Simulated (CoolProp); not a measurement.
Properties of p-xylene at several states (Tc = 616.2 K, pc = 35.32 bar, ω = 0.324).

Values from CoolProp's reference Helmholtz-energy equation of state, Zhou 2012.

```tsv
T (K)	p (bar)	phase	Joule-Thomson coefficient (K/MPa)	expansivity (1/kK)	viscosity (µPa s)	conductivity (mW/(m K))
378.5	48.7	liquid	-0.3643	1.133	293	109
544.8	162	liquid	-0.1054	1.517	121	90.3
408.7	137	liquid	-0.3425	1.103	256	107
```

Viscosity comes from a separate model (Balogun 2015). Thermal conductivity comes from a separate model (Mylona 2014).
